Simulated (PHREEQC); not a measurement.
Consider water at 12 °C with 0.007 mol/kgw HF and 0.00072 mol/kgw NaF. Closed to the air; pH follows from the charge balance.

All values are PHREEQC results (ion-association model, phreeqc.dat), not measurements.

No solid was allowed to form.

**Question.** Predict the pH, ionic strength, specific conductance.

**Answer.** pH 2.75; ionic strength 0.00259 mol/kgw; specific conductance 574 µS/cm.

**Question.** In which forms is F present?

**Answer.** HF 66 %, F- 33 %, HF2- 1.1 % of the F.

Constants without temperature data keep their 25 °C values here.
